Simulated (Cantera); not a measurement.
Charge: 1 mol CaF₂, 2.8 mol O₂, a varied amount of H₂, held at 1425 K and 0.00608 Torr.

These are equilibrium values from Cantera (NASA tables, ideal gas, pure condensed phases), not measurements of a reactor. Candidate condensed phases: Ca, CaF₂, CaO, Ca(OH)₂, H₂O; 29 gas species. Mutual solubility and eutectic melting of coexisting phases are not modelled. Kinetics and transport are ignored.

Question: Which condensed phases are stable at each of these points (n(H₂) (mol)): 0.45, 1.2, 2, 2.8, 3.5, 4.3, 5.1?

Answer: 
| n(H₂) (mol) | condensed phases | Ca condensed (%) |
|---|---|---|
| 0.45 | CaF₂(s) + CaO(s) | 81.9 |
| 1.2 | CaO(s) | 93.2 |
| 2 | CaO(s) | 98.0 |
| 2.8 | CaO(s) | 98.9 |
| 3.5 | CaO(s) | 99.2 |
| 4.3 | CaO(s) | 99.4 |
| 5.1 | CaO(s) | 99.5 |

At 0.45 mol H₂ the condensed part is CaF₂(s) + CaO(s). From 1.2 mol H₂ to 5.1 mol H₂ the condensed part is CaO(s).
